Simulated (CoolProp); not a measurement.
Vapour-liquid equilibrium of methane (1) + ethane (2) at 184 kPa; x and y are mole fractions of (1).

Model: multi-fluid Helmholtz-energy mixture model, Setzmann 1991 and Bücker 2006; pair parameters Kunz 2012, in CoolProp.

Question: Give the bubble temperature and the first vapour's composition at x = 0.35, 0.5, 0.65. Is there an azeotrope?

Answer: x = 0.35: 133.3 K, y = 0.992; x = 0.5: 128.2 K, y = 0.996; x = 0.65: 124.9 K, y = 0.998. No azeotrope shows between x = 0.05 and 0.95.

Pair parameters are fitted to limited data, so mixtures are less certain than the pure fluids.
